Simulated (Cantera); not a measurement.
A Cantera script and its output.

```python
import numpy as np
import cantera as ct

gas = ct.Solution("gri30.yaml")
gas.TPX = 2150, 4000, {'CH4': 0.028, 'H2': 1, 'H': 0.023}
inlet = ct.Reservoir(gas, clone=True)

reactor = ct.IdealGasConstPressureReactor(gas, energy="off", clone=False)
exhaust = ct.Reservoir(gas, clone=True)
tau = [3, 1.1, 0.39, 0.14, 0.051, 0.019, 0.0067, 0.0024][0]
for a, b in ((inlet, reactor), (reactor, exhaust)):
    ct.MassFlowController(a, b, mdot=lambda t: reactor.mass / tau)
net = ct.ReactorNet([reactor])
show = ['CH4', 'H2', 'H', 'C2H', 'CH2', 'CH3', 'C2H4']

rows = []
print(f"{'tau/s':>10s}{'T/K':>9s}" + "".join(f"{s:>11s}" for s in show))
for tau in [3, 1.1, 0.39, 0.14, 0.051, 0.019, 0.0067, 0.0024]:
    net.initial_time = 0.0
    net.advance(30 * tau)
    before = gas.X
    net.advance(40 * tau)
    drift = np.max(np.abs(gas.X - before) / (gas.X + 1e-9))
    rows.append([gas.T, *gas[show].X, drift])
    print(f"{tau:10.3e}{gas.T:9.1f}" + "".join(f"{x:11.3e}" for x in gas[show].X))
```

It prints:

```
     tau/s      T/K        CH4         H2          H        C2H        CH2        CH3       C2H4
 3.000e+00   2150.0  2.404e-04  9.666e-01  2.024e-02  8.033e-06  2.808e-06  9.666e-05  1.636e-06
 1.100e+00   2150.0  4.153e-04  9.671e-01  1.958e-02  7.698e-06  4.495e-06  1.614e-04  1.809e-06
 3.900e-01   2150.0  7.565e-04  9.680e-01  1.850e-02  7.144e-06  7.187e-06  2.776e-04  2.309e-06
 1.400e-01   2150.0  1.406e-03  9.689e-01  1.712e-02  6.387e-06  1.113e-05  4.767e-04  3.739e-06
 5.100e-02   2150.0  2.604e-03  9.696e-01  1.566e-02  5.481e-06  1.656e-05  8.066e-04  7.705e-06
 1.900e-02   2150.0  4.625e-03  9.695e-01  1.440e-02  4.488e-06  2.348e-05  1.315e-03  1.766e-05
 6.700e-03   2150.0  7.857e-03  9.684e-01  1.350e-02  3.383e-06  3.237e-05  2.091e-03  4.105e-05
 2.400e-03   2150.0  1.174e-02  9.662e-01  1.321e-02  2.332e-06  4.243e-05  3.052e-03  8.099e-05
```

Detailed kinetics in Cantera: GRI-Mech 3.0 (53 species, 325 reactions). GRI-Mech 3.0 stops at C3 and has no aromatics, soot or wall deposition, so with more carbon than oxygen in the feed, carbon stays in small species such as C2H2 where larger ones or solid carbon would form. Radical loss at walls, strong at low pressure, is not modelled.
